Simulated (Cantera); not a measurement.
Input (Python, Cantera) and output of one run.

```python
import numpy as np
import cantera as ct

gas_names = """
    H HNO HNO2 HNO3 HO2 H2 H2O H2O2 N NH NH2 NH3 NH2OH NO NO2 NO3 N2 N2H2 N2H4 N2O O OH O2 O3 V VN VO
    VO2
""".split()
cond_names = """
    H2O(s) H2O(L) V(cr) V(L) VN(s) VO(s) VO(L) V2O3(s) V2O3(L) V2O4(I) V2O4(II) V2O4(L) V2O5(s) V2O5(L)
""".split()


# ... load() reads the species with a 1 bar reference pressure and builds the phases ...
atoms = {
    'V': {'V': 1},
    'N2O': {'N': 2, 'O': 1},
    'H2': {'H': 2},
}
top_T = {'VN(s)': 2300}  # K; cautious upper limits of use, not melting points


# ... equilibrate(T, P, feed) seeds the gas with the atoms and calls Mixture.equilibrate('TP', solver="vcs", rtol=1e-11, max_steps=5000) ...
results = []
feed = {'V': 1, 'N2O': 0.11, 'H2': 31}  # mol
T = 1000  # K
P = 100000  # Pa
mix = equilibrate(T, P, feed)
results.append((T, P, feed, dict(zip(mix.species_names, mix.species_moles))))
x = sorted(zip(gas.X, gas.species_names), reverse=True)
print(f"T = {T:g} K  P = {P:g} Pa  gas = {mix.phase_moles(0):.4g} mol")
print("   x: " + "  ".join(f"{s} {v:.3e}" for v, s in x if v > 0.001))
print("   condensed (mol): " + ("  ".join(f"{mix.phase(i).name} {mix.phase_moles(i):.4g}"
      for i in range(1, mix.n_phases) if mix.phase_moles(i) > 1e-12) or "none"))
```

Result:

```
T = 1000 K  P = 100000 Pa  gas = 31 mol
   x: H2 1.000e+00
   condensed (mol): V(cr) 0.67  VN(s) 0.22  VO(s) 0.11
```

These are equilibrium values from Cantera (NASA tables, ideal gas, pure condensed phases), not measurements of a reactor. VN, VO: taken at fixed stoichiometry. Condensed phases not in the tables: solid solutions among these carbides, nitrides and lower oxides, V2N, N, O or C dissolved in the metal.
